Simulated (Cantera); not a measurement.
A closed system holds: 1 mol B₂H₆, 1.8 mol O₂, at 1125 °C and 1.00 bar.

These are equilibrium values from Cantera (NASA tables, ideal gas, pure condensed phases), not measurements of a reactor. The feed counts by its element totals alone. Gases not in the tables: H₃BO₃. Kinetics and transport are ignored.

| species | before | after |
|---|---|---|
| H₂ | 0.799 | 0.733 |
| HBO₂ | 0.00407 | 0.130 |
| H₂O | 0.197 | 0.120 |
| B₂O₃ | 2.30e-6 | 0.0124 |
| BO | <1e-9 | 4.45e-5 |
| B₂O₂ | <1e-9 | 4.02e-5 |
| BO₂ | <1e-9 | 1.18e-5 |
| HBO | 4.57e-6 | 0.00303 |
| H | 4.24e-6 | 0.000669 |
| (HBO₂)₃ | 0.000533 | 8.52e-5 |
| B₂O₃(l), mol | 0.991 | 0.742 |
Gas species are given as mole fractions.

Question: Which change was made?
A. temperature from 1125 °C to 1625 °C
B. temperature from 1125 °C to 1850 °C
C. pressure from 1.00 bar to 0.0200 bar
D. O₂ from 1.8 to 0.11 mol

Answer: A, temperature from 1125 °C to 1625 °C
